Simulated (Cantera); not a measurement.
Input: 1 mol Al, 2.4 mol H2O, 14 mol N2, held at 1550 °C and 225 Torr.

Method: chemical equilibrium by Gibbs-energy minimisation in Cantera with the NASA 1993 tables (ideal gas, pure condensed phases). Candidate condensed phases: Al, AlN, Al2O3, H2O; 35 gas species. Gases not in the tables: Al(OH)3. The numbers say what is thermodynamically allowed, not how fast it happens.

Base state: N2 0.854, H2 0.0913, H2O 0.0549, H 0.000239 (mole fractions); condensed: Al2O3(s).

**Question.** What changes in the equilibrium state with this change: temperature from 1550 °C to 1975 °C?

**Answer.** 
```
species          before     after
-------------  --------  --------
N2                0.854     0.852
H2               0.0913    0.0895
H2O              0.0549    0.0543
H              0.000239   0.00401
O               2.01e-8   1.13e-5
NO              7.44e-7   5.40e-5
OH              9.99e-6  0.000365
Al2O3(s), mol     0.500     0.500
```

**Question.** What changes in the equilibrium state with this change: temperature from 1550 °C to 1775 °C?

**Answer.** 
```csv
species,before,after
N2,0.854,0.853
H2,0.0913,0.0908
H2O,0.0549,0.0548
H,0.000239,0.00123
OH,9.99e-6,8.09e-5
"Al2O3(s), mol",0.500,0.500
```

**Question.** What changes in the equilibrium state with this change: pressure from 225 Torr to 0.165 Torr?

**Answer.** 
```
species          before     after
-------------  --------  --------
N2                0.854     0.850
H2               0.0913    0.0870
H2O              0.0549    0.0542
H              0.000239   0.00862
O               2.01e-8   2.84e-5
NO              7.44e-7   2.84e-5
OH              9.99e-6  0.000373
Al2O3(s), mol     0.500     0.500
```
